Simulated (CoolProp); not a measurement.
Vapour-liquid equilibrium of n-hexane (1) + p-xylene (2) at 102.45 °C; x and y are mole fractions of (1).

Model: multi-fluid Helmholtz-energy mixture model, Thol 2019 and Zhou 2012; pair parameters Bell 2016, in CoolProp.

**Question.** Give the bubble pressure and the first vapour's composition at x = 0.05, 0.2, 0.95. Is there an azeotrope?

**Answer.** x = 0.05: 0.4918 bar, y = 0.321; x = 0.2: 0.8866 bar, y = 0.672; x = 0.95: 2.508 bar, y = 0.989. No azeotrope shows between x = 0.05 and 0.95.

The pair parameters rest on a limited set of measurements; away from them the model extrapolates.
